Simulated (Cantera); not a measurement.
A perfectly stirred reactor is fed with C₂H₆ : N₂ = 1 : 3.3 (molar parts), at 630 Pa; it is held at 1023 K, and followed from long to short residence time.

Computed with Cantera and GRI-Mech 3.0 (53 species, 325 reactions). GRI-Mech 3.0 stops at C3 and has no aromatics, soot or wall deposition, so with more carbon than oxygen in the feed, carbon stays in small species such as C2H2 where larger ones or solid carbon would form. Radical loss at walls, strong at low pressure, is not modelled.

Question: What does this change do: temperature 1023 to 1750 K?

Answer: 
```csv
quantity,before,after
x(C₂H₆) at τ = 2.20 s,0.203,3.74e-5
x(CH₂) at τ = 2.20 s,1.09e-11,6.02e-6
x(CH₄) at τ = 2.20 s,0.00193,0.0122
x(CH₃) at τ = 2.20 s,7.42e-6,0.00133
x(HCN) at τ = 2.20 s,<1e-12,8.46e-5
x(C₂H₆) at τ = 39.0 ms,0.232,0.00186
x(CH₂) at τ = 39.0 ms,<1e-12,3.18e-5
x(CH₄) at τ = 39.0 ms,5.53e-6,0.0552
x(CH₃) at τ = 39.0 ms,1.33e-6,0.00999
x(HCN) at τ = 39.0 ms,<1e-12,1.03e-5
```
